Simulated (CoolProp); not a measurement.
Vapour pressure (bar) of sulfur hexafluoride: the reference equation beside estimates from Tc = 318.7 K, pc = 37.55 bar, ω = 0.210. Clausius-Clapeyron is anchored at 254.9 K with a constant enthalpy of vaporisation of 13.95 kJ/mol.

The numbers come from the reference Helmholtz-energy equation of state, Guder 2009 in CoolProp.

| T (K) | reference | Lee-Kesler | Clausius-Clapeyron | van der Waals | Redlich-Kwong | Soave-Redlich-Kwong | Peng-Robinson |
|---|---|---|---|---|---|---|---|
| 243.3 | 4.950 | 5.039 | 5.327 | 11.55 | 6.552 | 5.049 | 4.998 |
| 249.1 | 6.036 | 6.138 | 6.255 | 12.91 | 7.805 | 6.159 | … |
| 254.9 | 7.291 | 7.403 | 7.291 | 14.37 | … | 7.441 | 7.352 |
| 260.7 | 8.730 | 8.849 | … | 15.94 | 10.79 | 8.911 | 8.800 |
| 266.5 | 10.37 | 10.49 | 9.711 | 17.60 | 12.54 | 10.58 | 10.45 |
| 272.3 | … | 12.35 | 11.11 | 19.38 | 14.48 | 12.48 | 12.32 |
| 278.1 | 14.32 | 14.43 | 12.63 | 21.25 | 16.61 | 14.60 | 14.43 |
| 283.9 | 16.66 | 16.77 | 14.29 | 23.24 | 18.93 | 16.99 | 16.80 |
| 289.6 | 19.23 | 19.33 | … | 25.30 | 21.42 | 19.59 | 19.39 |
| 295.4 | 22.14 | 22.23 | 17.98 | … | 24.17 | 22.52 | 22.32 |

What belongs in the gaps?


- 249.1, Peng-Robinson: 6.090
- 254.9, Redlich-Kwong: 9.215
- 260.7, Clausius-Clapeyron: 8.442
- 272.3, reference: 12.23
- 289.6, Clausius-Clapeyron: 16.05
- 295.4, van der Waals: 27.51

Absolute difference from the reference over all 10 rows, mean and median: Lee-Kesler 1.1 and 1.1 %, Clausius-Clapeyron 9.1 and 8.4 %, van der Waals 69.9 and 64.1 %, Redlich-Kwong 20.1 and 19.7 %, Soave-Redlich-Kwong 2.0 and 2.0 %, Peng-Robinson 0.8 and 0.8 %.
